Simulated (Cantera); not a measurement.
**B₂O₃ + NF₃ + N₂ (oxide etching and cleaning by halides)**

Feed: 1 mol B₂O₃, 0.78 mol NF₃, a varied amount of N₂, held at 1850 K and 1.00 bar.

Method: chemical equilibrium by Gibbs-energy minimisation in Cantera with the NASA 1993 tables (ideal gas, pure condensed phases). Candidate condensed phases: B, BN, B₂O₃; 31 gas species. Kinetics and transport are ignored.

From 2.6 mol N₂ to 78 mol N₂ nothing is condensed. The main B-bearing gas is BOF throughout.

| n(N₂) (mol) | log p N₂ | log p BOF | log p O₂ | log p BF₃ | log p B₂O₃ |
|---|---|---|---|---|---|
| 2.6 | -0.27 | -0.50 | -0.98 | -1.47 | -2.53 |
| 4.2 | -0.19 | -0.61 | -1.10 | -1.59 | -2.73 |
| 6.9 | -0.13 | -0.74 | -1.24 | -1.74 | -2.98 |
| 11 | -0.09 | -0.89 | -1.39 | -1.90 | -3.27 |
| 18 | -0.06 | -1.06 | -1.57 | -2.08 | -3.61 |
| 30 | -0.04 | -1.26 | -1.77 | -2.28 | -3.99 |
| 48 | -0.02 | -1.45 | -1.97 | -2.47 | -4.36 |
| 78 | -0.01 | -1.65 | -2.17 | -2.67 | -4.76 |
log p: log10 of the partial pressure in bar; nothing condenses.
